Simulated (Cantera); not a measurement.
Charge: 1 mol Al₂O₃, 6.1 mol H₂O, equilibrated at 58.0 Pa.

These are equilibrium values from Cantera (NASA tables, ideal gas, pure condensed phases), not measurements of a reactor. Candidate condensed phases: Al, Al₂O₃, H₂O; 19 gas species. Equilibrium is a limit: real reactors are often held back by kinetics, nucleation or transport. All values below are at 1398 K.

Base state: H₂O 0.999, H₂ 0.000892, O₂ 0.000415, OH 0.000130 (mole fractions); condensed: Al₂O₃(s).

What changes in the equilibrium state with this change: Al₂O₃ replaced by SiO₂?


```
species                before     after
-------------------  --------  --------
H₂O                     0.999     0.999
H₂                   0.000892  0.000892
O₂                   0.000415  0.000415
OH                   0.000130  0.000130
Al₂O₃(s), mol            1.00         0
SiO₂(β-quartz), mol         0      1.00
```
The tables hold silica as quartz up to 1696 K and as liquid above; real silica turns to tridymite and cristobalite and melts near 1996 K. Further candidate phases: Si, SiO₂.
